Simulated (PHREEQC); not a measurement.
Solution A (3.7 mol/kgw HCl, 0.07 mol/kgw Na2B4O7 and 0.25 mol/kgw KBr) is mixed with solution B (0.011 mol MgSO4 and 0.21 mol H3BO3 per kg of water) at 20 °C; shares are by mass of water, 1 kg in all. CO2 from the air is kept out. The run lets Arcanite, Bischofite, Bloedite, Brucite, Carnallite, Epsomite, Glaserite, Halite, Hexahydrite, Kainite, Kieserite, Leonite, Mirabilite, Misenite, Schoenite, Sylvite, Thenardite, Borax, Boric_acid,s, KB5O8:4H2O, K2B4O7:4H2O, NaBO2:4H2O, NaB5O8:5H2O, Teepleite, MgCl2_4H2O precipitate or redissolve, and no other solid.

The series has 21 steps of share of solution B, from 0 to 1.

The numbers come from PHREEQC with the Pitzer model, pitzer.dat.

Problem. Between which two steps does the pH jump most, and from what to what?

Solution. Between share of solution B = 0.95 and 1: from 0.84 to 4.72.

Complexes and solids missing from the database can't appear. In brines, pH and single-ion activities rest on the MacInnes convention.
